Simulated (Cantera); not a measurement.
A closed system holds: 1 mol trisilylamine, 23 mol N2, 0.92 mol H2.

Cantera equilibrium calculation (NASA polynomials, part measured and part estimated; ideal gas, pure solids and liquids). Candidate condensed phases: Si, Si3N4; 18 gas species. The feed counts by its element totals alone. Kinetics and transport are ignored.

Q: What condenses at these points (T in °C, P in Pa): (975, 710); (1475, 5); (1375, 5); (1175, 3700); (1675, 26)?

A: 
```tsv
T (°C)	P in Pa	condensed phases	Si condensed (%)
975	710	Si3N4	100.0
1475	5	Si	69.9
1375	5	Si	94.8
1175	3700	Si3N4	100.0
1675	26	gas only	0.0
```
